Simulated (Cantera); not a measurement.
Mixture: CH₄ : H₂ : O₂ : N₂ = 1 : 0.032 : 3.15 : 11.8 (molar parts), equivalence ratio 0.64, at 10.0 bar, adiabatic and at constant pressure. Ignition delay is the time to a rise of 400 K.

Detailed kinetics in Cantera: GRI-Mech 3.0 (53 species, 325 reactions). Below about 1000 K GRI-Mech 3.0 lacks low-temperature oxidation paths. Below about 950 K walls govern HO2 and H2O2 in real vessels.

What does this change do: CH4 1 to 2.5 parts?


```tsv
quantity	before	after
delay at 900 K	0.273 s	0.264 s
delay at 975 K	55.7 ms	71.8 ms
delay at 1050 K	16.3 ms	26.9 ms
delay at 1125 K	6.14 ms	11.3 ms
delay at 1200 K	2.62 ms	4.86 ms
delay at 1275 K	1.18 ms	2.13 ms
delay at 1350 K	0.553 ms	0.962 ms
apparent activation energy between 1200 and 1350 K	140 kJ/mol	150 kJ/mol
```

What does this change do: pressure from 10.0 bar to 3.40 bar?


```
quantity                                                before       after
--------------------------------------------------  ----------  ----------
delay at 900 K                                         0.273 s     0.625 s
delay at 975 K                                         55.7 ms     0.143 s
delay at 1050 K                                        16.3 ms     49.9 ms
delay at 1125 K                                        6.14 ms     19.9 ms
delay at 1200 K                                        2.62 ms     8.14 ms
delay at 1275 K                                        1.18 ms     3.40 ms
delay at 1350 K                                       0.553 ms     1.48 ms
apparent activation energy between 1200 and 1350 K  140 kJ/mol  150 kJ/mol
```
